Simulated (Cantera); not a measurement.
A closed system holds: 1 mol trisilylamine, 0.34 mol N₂, held at 1725 K and 1.58 Torr.

Equilibrium computed with Cantera from the NASA thermochemical tables; the gas is ideal and each condensed phase is pure. Candidate condensed phases: Si, Si₃N₄; 18 gas species. The feed counts by its element totals alone. Gases not in the tables: Si₂H₆ and higher silanes. The numbers say what is thermodynamically allowed, not how fast it happens.

Base state: H₂ 0.839, N₂ 0.157, H 0.00371, Si 0.000483, SiH 2.90e-5, SiH₂ 1.45e-5 (mole fractions); condensed: Si(l).

Question: What changes in the equilibrium state with this change: temperature from 1725 K to 1100 K?

Answer: 
```tsv
species	before	after
H₂	0.839	1.000
H	0.00371	5.64e-7
N₂	0.157	4.58e-7
SiH₂	1.45e-5	1.32e-9
Si	0.000483	<1e-9
SiH	2.90e-5	<1e-9
Si(l), mol	3.00	0
Si(s), mol	0	1.74
Si₃N₄(s), mol	0	0.420
```
Mutual solubility and eutectic melting of coexisting phases are not modelled.
